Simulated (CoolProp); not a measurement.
Vapour-liquid equilibrium of chloromethane (R40) (1) + isobutene (2) at 10.8 bar; x and y are mole fractions of (1).

The numbers come from the multi-fluid Helmholtz-energy mixture model, Thol 2014 and Lemmon 2005; pair parameters Bell 2016 in CoolProp.

```json
[
 {"x": "0.05", "bubble temperature (K)": "345.0", "y at the bubble point": "0.086", "dew temperature at overall composition x (K)": "346.0", "liquid density (mol/L)": "9.513"},
 {"x": "0.15", "bubble temperature (K)": "340.9", "y at the bubble point": "0.235", "dew temperature at overall composition x (K)": "343.3", "liquid density (mol/L)": "10.06"},
 {"x": "0.25", "bubble temperature (K)": "337.5", "y at the bubble point": "0.362", "dew temperature at overall composition x (K)": "340.5", "liquid density (mol/L)": "10.64"},
 {"x": "0.35", "bubble temperature (K)": "334.5", "y at the bubble point": "0.471", "dew temperature at overall composition x (K)": "337.8", "liquid density (mol/L)": "11.26"},
 {"x": "0.45", "bubble temperature (K)": "331.9", "y at the bubble point": "0.569", "dew temperature at overall composition x (K)": "335.1", "liquid density (mol/L)": "11.93"},
 {"x": "0.55", "bubble temperature (K)": "___", "y at the bubble point": "0.658", "dew temperature at overall composition x (K)": "332.4", "liquid density (mol/L)": "12.67"},
 {"x": "0.65", "bubble temperature (K)": "327.5", "y at the bubble point": "0.741", "dew temperature at overall composition x (K)": "329.8", "liquid density (mol/L)": "13.47"},
 {"x": "0.75", "bubble temperature (K)": "325.6", "y at the bubble point": "0.818", "dew temperature at overall composition x (K)": "327.3", "liquid density (mol/L)": "14.37"},
 {"x": "0.85", "bubble temperature (K)": "___", "y at the bubble point": "___", "dew temperature at overall composition x (K)": "324.9", "liquid density (mol/L)": "15.36"},
 {"x": "0.95", "bubble temperature (K)": "322.3", "y at the bubble point": "0.965", "dew temperature at overall composition x (K)": "322.6", "liquid density (mol/L)": "16.47"}
]
```

Complete the blanks.


- 0.55, bubble temperature (K): 329.6
- 0.85, bubble temperature (K): 323.9
- 0.85, y at the bubble point: 0.893

No azeotrope shows between x = 0.05 and 0.95.

The pair parameters rest on a limited set of measurements; away from them the model extrapolates.
